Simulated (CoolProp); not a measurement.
Values from CoolProp's reference Helmholtz-energy equation of state, Lemmon 2006. It is a short technical equation, of lower accuracy than the large ones.

Q: For R141b, give the phase and the cp (kJ/(kg K)) at 12.55 °C and 101 kPa; 141.15 °C and 101 kPa.

A: 
- 12.55 °C and 101 kPa: liquid; cp 1.14
- 141.15 °C and 101 kPa: gas; cp 0.915
